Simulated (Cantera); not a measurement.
Charge: 1 mol CF4, a varied amount of HCl, 0.11 mol H2, at 3375 K and 0.100 bar.

Method: chemical equilibrium by Gibbs-energy minimisation in Cantera with the NASA 1993 tables (ideal gas, pure condensed phases). Candidate condensed phases: C, C6H6, C7H8, C8H18; 118 gas species. The tables' values for CCl are old estimates; treat these amounts as uncertain. Equilibrium is a limit: real reactors are often held back by kinetics, nucleation or transport.

Problem. At 0.61 mol HCl, list the 4 most abundant gas species with their mole fractions, and the condensed phases.

Solution. F 0.550, HF 0.168, Cl 0.128, CF 0.0813. Condensed: gas only.
